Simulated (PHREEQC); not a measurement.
Consider water at 20 °C with 0.0012 mol/kgw MgCl2, 0.00015 mol/kgw NaHCO3 and 0.00025 mol/kgw H4SiO4. Closed to the air; pH follows from the charge balance.

Computed with PHREEQC (ion-association model, phreeqc.dat).

Each row changes one thing in this solution. No solid was allowed to form.

| case | pH | HCO3- (mol/kgw) | CO2 (mol/kgw) | H3SiO4- (mol/kgw) | MgHCO3+ (mol/kgw) | CO3-2 (mol/kgw) | SI of Chalcedony (SiO2) |
|---|---|---|---|---|---|---|---|
| as made | 7.89 | 0.000143 | 4.18e-6 | 2.52e-6 | 1.53e-6 | 5.67e-7 | +0.00 |
| NaHCO3 from 0.00015 to 0.0003 mol/kgw | … | 0.000288 | 6.55e-6 | 3.23e-6 | 3.05e-6 | 1.46e-6 | +0.00 |
| 0.0003 mol/kgw CaBr2 added | … | 0.000143 | 4.24e-6 | 2.48e-6 | 1.49e-6 | 5.62e-7 | +0.00 |
| H4SiO4 from 0.00025 to 0.0005 mol/kgw | 7.79 | 0.000142 | 5.28e-6 | 3.98e-6 | 1.52e-6 | 4.44e-7 | +0.31 |
| NaHCO3 from 0.00015 to 7.5e-05 mol/kgw | 7.76 | 7.11e-5 | 2.77e-6 | 1.89e-6 | 7.61e-7 | 2.10e-7 | +0.01 |
| H4SiO4 from 0.00025 to 0.00125 mol/kgw | 7.62 | 0.000140 | 7.65e-6 | 6.79e-6 | 1.50e-6 | 2.97e-7 | +0.71 |
| temperature from 20 to 80 °C | 7.29 | 0.000133 | 1.37e-5 | 3.07e-6 | 2.29e-6 | 2.45e-7 | -0.59 |
| diluted 10-fold with water | … | 1.43e-5 | 6.03e-7 | 1.75e-7 | 1.81e-8 | 3.61e-8 | … |

Fill in the missing entries.


- NaHCO3 from 0.00015 to 0.0003 mol/kgw, pH: 8.00
- 0.0003 mol/kgw CaBr2 added, pH: 7.88
- diluted 10-fold with water, pH: 7.75
- diluted 10-fold with water, SI of Chalcedony (SiO2): -0.99

Complexes and solids missing from the database can't appear. Some of these states are supersaturated (in Quartz (slow to form), Chalcedony (slow to form), for instance). Away from 25 °C the constants follow the database's enthalpies or fits; those with neither stay at their 25 °C values.
